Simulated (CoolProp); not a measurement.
Vapour-liquid equilibrium of carbon dioxide (1) + propane (2) at -35.95 °C; x and y are mole fractions of (1).

Model: multi-fluid Helmholtz-energy mixture model, Span 1996 and Lemmon 2009; pair parameters Kunz 2012, in CoolProp.

Question: Give the bubble pressure and the first vapour's composition at x = 0.125, 0.5, 0.575. Is there an azeotrope?

Answer: x = 0.125: 3.977 bar, y = 0.687; x = 0.5: 9.080 bar, y = 0.891; x = 0.575: 9.519 bar, y = 0.901. No azeotrope shows between x = 0.05 and 0.95.

The pair parameters rest on a limited set of measurements; away from them the model extrapolates. With so large a gap from Raoult's law the liquid may split in two, which this calculation doesn't test in full.
